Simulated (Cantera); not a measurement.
An isothermal, constant-pressure homogeneous reactor starts with C2H4 : H2 = 2.5 : 70 (molar parts), at 1623 K and 0.00330 bar.

Model: GRI-Mech 3.0 (53 species, 325 reactions), integrated in Cantera. GRI-Mech 3.0 was tuned for natural gas; its chemistry of ethylene as a main component is partial and can be far from experiment. GRI-Mech 3.0 stops at C3 and has no aromatics, soot or wall deposition, so with more carbon than oxygen in the feed, carbon stays in small species such as C2H2 where larger ones or solid carbon would form. Radical loss at walls, strong at low pressure, is not modelled.

x: mole fraction; the columns are a selection and need not sum to one.

```csv
t (s),x C2H4,x H2,x CH2,x C2H6,x CH4,x H,x CH3
9.00e-5,0.0345,0.966,<1e-12,2.86e-11,<1e-12,8.67e-9,<1e-12
0.000245,0.0345,0.966,<1e-12,1.40e-10,1.12e-12,2.62e-8,3.51e-12
0.000665,0.0344,0.966,<1e-12,4.96e-10,2.52e-11,7.45e-8,2.50e-11
0.00181,0.0343,0.966,3.00e-12,1.38e-9,3.25e-10,2.06e-7,9.62e-11
0.00492,0.0340,0.966,9.20e-12,3.14e-9,2.67e-9,5.65e-7,2.45e-10
0.0134,0.0332,0.966,2.56e-11,5.43e-9,1.59e-8,1.55e-6,4.51e-10
0.0364,0.0310,0.966,6.62e-11,7.29e-9,7.22e-8,4.22e-6,6.63e-10
0.0989,0.0255,0.966,1.45e-10,9.56e-9,2.96e-7,1.12e-5,?
0.269,0.0140,0.966,1.87e-10,9.30e-9,1.08e-6,2.62e-5,?
0.732,0.00190,0.967,5.83e-11,2.37e-9,2.36e-6,5.99e-5,?
1.99,1.36e-5,0.966,3.42e-12,3.78e-11,2.67e-6,0.000193,?
5.41,1.09e-5,0.966,2.03e-11,4.82e-11,2.86e-6,0.000540,?
14.7,9.80e-6,0.966,1.01e-10,4.69e-11,4.26e-6,0.00104,?
40.0,9.60e-6,0.965,3.02e-10,4.58e-11,1.00e-5,0.00119,?
```

### Question
Fill in the missing entries.

### Answer

- 0.0989, x CH3: 1.03e-9
- 0.269, x CH3: 1.63e-9
- 0.732, x CH3: 3.28e-9
- 1.99, x CH3: 1.09e-8
- 5.41, x CH3: 3.25e-8
- 14.7, x CH3: 9.33e-8
- 40.0, x CH3: 2.51e-7
